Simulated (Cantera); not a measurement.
What does this Cantera script print?

```python
import numpy as np
import cantera as ct

gas = ct.Solution("h2o2.yaml")
gas.TPX = 1250, 390, {'H2': 0.011, 'O2': 1}
reactor = ct.IdealGasConstPressureReactor(gas, energy="off", clone=False)
net = ct.ReactorNet([reactor])
net.rtol, net.atol = 1e-08, 1e-18
show = ['H2', 'O2', 'OH', 'H2O', 'H2O2']
times = np.geomspace(0.0001, 2, 9)

steps = ct.SolutionArray(gas, extra=["t"])
rows = []
print(f"{'t/s':>10s}{'T/K':>9s}{'P/Pa':>11s}" + "".join(f"{s:>11s}" for s in show))
for t in times:
    while net.time < t:
        t_next = net.step()
        steps.append(gas.state, t=t_next)
    rows.append([np.interp(t, steps.t, y) for y in (steps.T, steps.P, *steps(*show).X.T)])
    print(f"{t:10.3e}{rows[-1][0]:9.1f}{rows[-1][1]:11.4g}" + "".join(f"{x:11.3e}" for x in rows[-1][2:]))
rate = np.gradient(steps.T, steps.t)
print("integrator steps:", len(steps.t))
if steps.T.max() > steps.T[0] + 200:
    print(f"time of steepest temperature rise: {steps.t[rate.argmax()]:.4e} s")
gas.TPX = 1250, 390, {'H2': 0.011, 'O2': 1}
gas.equilibrate("TP")
print(f"equilibrium (TP): T = {gas.T:.1f} K  " + "  ".join(f"{s} {gas[s].X[0]:.3e}" for s in show))
```

It prints:

```
       t/s      T/K       P/Pa         H2         O2         OH        H2O       H2O2
 1.000e-04   1250.0        390  1.088e-02  9.891e-01  2.327e-10  8.758e-12  1.406e-14
 3.448e-04   1250.0        390  1.088e-02  9.891e-01  1.664e-09  2.388e-10  1.666e-13
 1.189e-03   1250.0        390  1.088e-02  9.891e-01  9.460e-09  4.878e-09  1.959e-12
 4.101e-03   1250.0        390  1.088e-02  9.891e-01  1.182e-07  1.485e-07  2.241e-11
 1.414e-02   1250.0        390  1.062e-02  9.889e-01  1.230e-04  1.902e-04  3.471e-10
 4.877e-02   1250.0        390  5.026e-05  9.789e-01  1.003e-03  1.009e-02  5.534e-09
 1.682e-01   1250.0        390  4.678e-05  9.794e-01  9.747e-04  1.013e-02  5.443e-09
 5.800e-01   1250.0        390  4.001e-05  9.808e-01  9.021e-04  1.023e-02  5.339e-09
 2.000e+00   1250.0        390  2.499e-05  9.840e-01  7.140e-04  1.045e-02  4.928e-09
integrator steps: 695
equilibrium (TP): T = 1250.0 K  H2 6.113e-09  O2 9.891e-01  OH 1.124e-05  H2O 1.093e-02  H2O2 2.502e-11
```

Model: the H2/O2 subset of GRI-Mech 3.0, which has no nitrogen chemistry, integrated in Cantera. Radical loss at walls, strong at low pressure, is not modelled.
